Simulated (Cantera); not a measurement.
What does this Cantera script print?

```python
import numpy as np
import cantera as ct

gas = ct.Solution("gri30.yaml")
gas.TPX = 1500, 2200000, {'CH4': 1, 'CO': 0.22, 'O2': 1.05, 'N2': 8.86}
reactor = ct.IdealGasConstPressureReactor(gas, energy="on", clone=False)
net = ct.ReactorNet([reactor])
net.rtol, net.atol = 1e-08, 1e-16
show = ['CH4', 'CO', 'O2', 'H2O2', 'HCO', 'C2H2', 'N2O']
times = np.geomspace(3e-06, 1, 16)

steps = ct.SolutionArray(gas, extra=["t"])
rows = []
print(f"{'t/s':>10s}{'T/K':>9s}{'P/Pa':>11s}" + "".join(f"{s:>11s}" for s in show))
for t in times:
    while net.time < t:
        t_next = net.step()
        steps.append(gas.state, t=t_next)
    rows.append([np.interp(t, steps.t, y) for y in (steps.T, steps.P, *steps(*show).X.T)])
    print(f"{t:10.3e}{rows[-1][0]:9.1f}{rows[-1][1]:11.4g}" + "".join(f"{x:11.3e}" for x in rows[-1][2:]))
rate = np.gradient(steps.T, steps.t)
print("integrator steps:", len(steps.t))
if steps.T.max() > steps.T[0] + 200:
    print(f"time of steepest temperature rise: {steps.t[rate.argmax()]:.4e} s")
gas.TPX = 1500, 2200000, {'CH4': 1, 'CO': 0.22, 'O2': 1.05, 'N2': 8.86}
gas.equilibrate("HP")
print(f"equilibrium (HP): T = {gas.T:.1f} K  " + "  ".join(f"{s} {gas[s].X[0]:.3e}" for s in show))
```

Output:

```
       t/s      T/K       P/Pa        CH4         CO         O2       H2O2        HCO       C2H2        N2O
 3.000e-06   1500.0    2.2e+06  8.984e-02  1.977e-02  9.434e-02  8.661e-08  1.304e-11  4.403e-14  2.881e-11
 7.003e-06   1500.0    2.2e+06  8.982e-02  1.976e-02  9.433e-02  1.320e-07  7.066e-11  2.425e-12  1.077e-10
 1.635e-05   1500.1    2.2e+06  8.976e-02  1.976e-02  9.430e-02  1.583e-07  5.713e-10  1.308e-10  3.513e-10
 3.817e-05   1501.0    2.2e+06  8.951e-02  1.975e-02  9.417e-02  2.435e-07  3.009e-09  3.746e-09  1.147e-09
 8.910e-05   1504.6    2.2e+06  8.866e-02  1.979e-02  9.367e-02  5.249e-07  1.246e-08  6.800e-08  4.316e-09
 2.080e-04   1528.8    2.2e+06  8.373e-02  2.070e-02  9.037e-02  1.977e-06  9.099e-08  2.820e-06  2.513e-08
 4.856e-04   2199.3    2.2e+06  1.847e-03  7.278e-02  6.793e-08  4.282e-10  1.555e-07  5.178e-03  1.810e-09
 1.134e-03   2187.2    2.2e+06  7.257e-04  8.329e-02  4.220e-08  2.595e-10  1.518e-07  1.089e-03  2.218e-09
 2.646e-03   2181.8    2.2e+06  6.057e-05  8.646e-02  3.536e-08  2.176e-10  1.494e-07  3.194e-05  3.491e-09
 6.178e-03   2181.3    2.2e+06  2.327e-08  8.661e-02  3.538e-08  2.181e-10  1.500e-07  4.020e-09  3.345e-09
 1.442e-02   2181.4    2.2e+06  5.741e-09  8.661e-02  3.539e-08  2.182e-10  1.501e-07  3.314e-12  2.222e-09
 3.367e-02   2181.4    2.2e+06  5.660e-09  8.662e-02  3.541e-08  2.183e-10  1.501e-07  3.261e-12  1.523e-09
 7.860e-02   2181.4    2.2e+06  5.631e-09  8.662e-02  3.541e-08  2.183e-10  1.501e-07  3.242e-12  1.265e-09
 1.835e-01   2181.4    2.2e+06  5.626e-09  8.662e-02  3.542e-08  2.183e-10  1.501e-07  3.238e-12  1.214e-09
 4.284e-01   2181.4    2.2e+06  5.625e-09  8.662e-02  3.542e-08  2.183e-10  1.501e-07  3.238e-12  1.212e-09
 1.000e+00   2181.4    2.2e+06  5.625e-09  8.662e-02  3.542e-08  2.183e-10  1.501e-07  3.238e-12  1.212e-09
integrator steps: 2236
time of steepest temperature rise: 3.3245e-04 s
equilibrium (HP): T = 2181.4 K  CH4 6.233e-09  CO 8.662e-02  O2 3.542e-08  H2O2 2.183e-10  HCO 1.501e-07  C2H2 3.579e-12  N2O 1.212e-09
```

Computed with Cantera and GRI-Mech 3.0 (53 species, 325 reactions). The pressure lies above the range GRI-Mech 3.0 was tuned for (to about 10 atm).
